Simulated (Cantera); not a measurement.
Input (Python, Cantera) and output of one run.

```python
import numpy as np
import cantera as ct

gas_names = [...]  # 45 gases of nasa_gas.yaml made of Al, Cl, H, N, O
cond_names = """
    AL(cr) AL(L) ALCL3(s) ALCL3(L) ALN(s) AL2O3(a) AL2O3(L) H2O(s) H2O(L) NH4CL(a) NH4CL(b)
""".split()


# ... load() reads the species with a 1 bar reference pressure and builds the phases ...
atoms = {
    'AlCl3': {'AL': 1, 'CL': 3},
    'HCl': {'H': 1, 'CL': 1},
    'H2': {'H': 2},
    'N2O': {'N': 2, 'O': 1},
}
top_T = {'ALN(s)': 2750}  # K; cautious upper limits of use, not melting points


# ... equilibrate(T, P, feed) seeds the gas with the atoms and calls Mixture.equilibrate('TP', solver="vcs", rtol=1e-11, max_steps=5000) ...
results = []
feed = {'AlCl3': 1, 'HCl': 8.1, 'H2': 8.8, 'N2O': 3.8}  # mol
T = 2248  # K
P = 240  # Pa
mix = equilibrate(T, P, feed)
results.append((T, P, feed, dict(zip(mix.species_names, mix.species_moles))))
print(gas.report(threshold=1e-06))
for i in range(1, mix.n_phases):
    print(f"{mix.phase(i).name:16s} {mix.phase_moles(i):12.5e} mol")
```

It prints:

```
       temperature   2248 K
          pressure   240 Pa
           density   0.00030035 kg/m^3
  mean mol. weight   23.391 kg/kmol
   phase of matter   gas

                          1 kg             1 kmol
                     ---------------   ---------------
          enthalpy         1.343e+06        3.1416e+07  J
   internal energy        5.4399e+05        1.2725e+07  J
           entropy             12603        2.9481e+05  J/K
    Gibbs function       -2.6989e+07       -6.3132e+08  J
 heat capacity c_p            1504.1             35183  J/K
 heat capacity c_v            1148.7             26869  J/K

                      mass frac. Y      mole frac. X     chem. pot. / RT
                     ---------------   ---------------   ---------------
                AL        1.0724e-05        9.2968e-06           -22.678
              ALCL         0.0046747         0.0017515           -47.639
             ALCL2        0.00050359        0.00012035           -72.599
             ALCL3          5.87e-05        1.0298e-05            -97.56
               ALO        3.0795e-05         1.676e-05           -44.607
             ALOCL          0.003017         0.0008998           -69.567
              ALOH        4.3889e-05        2.3339e-05           -58.317
             ALO2H        0.00010712        4.1769e-05           -80.246
                CL            0.1306          0.086173            -24.96
               CL2        1.8305e-05        6.0392e-06           -49.921
                 H         0.0030079          0.069801            -13.71
               HCL           0.57585           0.36946           -38.671
                H2          0.018673           0.21665           -27.421
               H2O          0.071104          0.092323            -49.35
                NO        0.00023357        0.00018208           -39.542
                N2           0.18791            0.1569           -35.226
                 O        0.00067736        0.00099033           -21.929
                OH         0.0032396         0.0044557           -35.639
                O2        0.00024235        0.00017717           -43.857
     [  +26 minor]        2.9691e-06        1.3886e-06

AL(L)             0.00000e+00 mol
ALCL3(L)          0.00000e+00 mol
ALN(s)            0.00000e+00 mol
AL2O3(a)          4.65220e-01 mol
```

Cantera equilibrium calculation (NASA polynomials, part measured and part estimated; ideal gas, pure solids and liquids). The tables' values for AlCl2, AlOH are old estimates; treat these amounts as uncertain.
